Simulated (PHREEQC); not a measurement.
**Silver or lead bath: an equilibrium model**

Make-up at 20 °C: 0.014 mol/kgw PbCl2 and 0.027 mol/kgw HNO3. Closed to the air; pH follows from the charge balance.

All values are PHREEQC results (ion-association model, wateq4f.dat), not measurements.

No solid was allowed to form.

### Question
What pH, ionic strength does the model give?

### Answer
pH 1.64; ionic strength 0.0591 mol/kgw.

### Question
In which forms is Cl present?

### Answer
Cl- 87 %, PbCl+ 12 %, PbCl2 0.7 % of the Cl.

Complexes and solids missing from the database can't appear.
